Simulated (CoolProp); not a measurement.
Saturation properties of n-decane.

Model: reference Helmholtz-energy equation of state, Lemmon 2006, in CoolProp. It is a short technical equation, of lower accuracy than the large ones.

```tsv
T (°C)	p (MPa)	vapour density (kg/m³)	liquid conductivity (mW/(m K))
9.55	5.790e-5	0.003506	133
19.05	0.0001193	0.006987	131
28.65	0.0002341	0.01328	128
38.25	0.0004366	0.02402	126
47.75	0.0007736	0.04133	124
57.35	0.001324	0.06871	121
66.95	0.002181	0.1102	119
76.55	0.003475	0.1710	116
86.05	0.005344	0.2565	114
95.65	0.008027	0.3764	112
105.25	0.01175	0.5389	110
114.75	0.01675	0.7522	108
124.35	0.02345	1.033	105
133.95	0.03219	1.393	103
```

It boils at 174.1 °C under 1 atm.

Thermal conductivity comes from a separate model (Huber 2005).
